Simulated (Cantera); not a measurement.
An isothermal, constant-pressure homogeneous reactor starts with NO : N2 = 1 : 0.6 (molar parts), at 1525 K and 20.0 Torr. Integrator tolerance rtol = 1e-08.

Computed with Cantera and GRI-Mech 3.0 (53 species, 325 reactions). Radical loss at walls, strong at low pressure, is not modelled.

Task: What does this change do: pressure from 20.0 Torr to 1280 Torr?

Result: 
| quantity | before | after |
|---|---|---|
| x(NO) at 200 s | 0.575 (gas-phase equilibrium 0.00158) | 0.0937 (gas-phase equilibrium 0.00158) |
| x(O) at 200 s | 6.49e-6 (gas-phase equilibrium 1.95e-5) | 2.25e-6 (gas-phase equilibrium 2.44e-6) |
| x(NO2) at 200 s | 0.000154 (gas-phase equilibrium 1.55e-6) | 0.000680 (gas-phase equilibrium 1.24e-5) |
| x(O2) at 200 s | 0.0249 (gas-phase equilibrium 0.312) | 0.265 (gas-phase equilibrium 0.312) |
| x(N2) at 200 s | 0.400 (gas-phase equilibrium 0.687) | 0.641 (gas-phase equilibrium 0.687) |
| x(N2O) at 200 s | 0.000102 (gas-phase equilibrium 1.46e-8) | 3.16e-6 (gas-phase equilibrium 1.17e-7) |

Task: What does this change do: pressure from 20.0 Torr to 100.0 Torr?

Result: 
| quantity | before | after |
|---|---|---|
| x(NO) at 200 s | 0.575 (gas-phase equilibrium 0.00158) | 0.435 (gas-phase equilibrium 0.00158) |
| x(O) at 200 s | 6.49e-6 (gas-phase equilibrium 1.95e-5) | 4.95e-6 (gas-phase equilibrium 8.71e-6) |
| x(NO2) at 200 s | 0.000154 (gas-phase equilibrium 1.55e-6) | 0.000525 (gas-phase equilibrium 3.48e-6) |
| x(O2) at 200 s | 0.0249 (gas-phase equilibrium 0.312) | 0.0943 (gas-phase equilibrium 0.312) |
| x(N2) at 200 s | 0.400 (gas-phase equilibrium 0.687) | 0.470 (gas-phase equilibrium 0.687) |
| x(N2O) at 200 s | 0.000102 (gas-phase equilibrium 1.46e-8) | 5.96e-5 (gas-phase equilibrium 3.27e-8) |

Task: What does this change do: temperature 1525 to 1448 K?

Result: 
| quantity | before | after |
|---|---|---|
| x(NO) at 200 s | 0.575 (gas-phase equilibrium 0.00158) | 0.606 (gas-phase equilibrium 0.00108) |
| x(O) at 200 s | 6.49e-6 (gas-phase equilibrium 1.95e-5) | 1.53e-6 (gas-phase equilibrium 6.72e-6) |
| x(NO2) at 200 s | 0.000154 (gas-phase equilibrium 1.55e-6) | 0.000129 (gas-phase equilibrium 1.35e-6) |
| x(O2) at 200 s | 0.0249 (gas-phase equilibrium 0.312) | 0.00925 (gas-phase equilibrium 0.312) |
| x(N2) at 200 s | 0.400 (gas-phase equilibrium 0.687) | 0.384 (gas-phase equilibrium 0.687) |
| x(N2O) at 200 s | 0.000102 (gas-phase equilibrium 1.46e-8) | 0.000109 (gas-phase equilibrium 1.02e-8) |
